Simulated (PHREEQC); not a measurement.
A made-up water analysis in mmol/kgw, 80 °C, pH 7.57, pe 10.3: Na 152; K 0.042; Ca 2.67; Mg 42; Cl 243; S(6) 2.67; Alkalinity (meq/kgw) 0.664; Si 0.145; Ni 1.89; B 0.207.

Valence states are taken as typed.

All values are PHREEQC results (ion-association model, wateq4f.dat), not measurements.

The ionic strength is 0.288 mol/kgw, the activity of water is 0.912 and the charge-balance error is -0.8 %.

```csv
species,molality,activity,log γ
O2,4.76,5.09,0.029
Cl-,0.243,0.159,-0.183
Na+,0.152,0.106,-0.156
Mg+2,0.0403,0.0112,-0.556
Ca+2,0.00263,0.000669,-0.595
MgSO4,0.00156,0.00166,0.029
```

No solid was allowed to form. In wateq4f.dat the enthalpy of Ni(OH)2 has the wrong sign, so its saturation index can't be trusted away from 25 °C. At this temperature some constants are extrapolated from 25 °C, and those without enthalpy data are left unchanged. The database's nickel carbonate constants are estimates that later reviews lower a good deal.
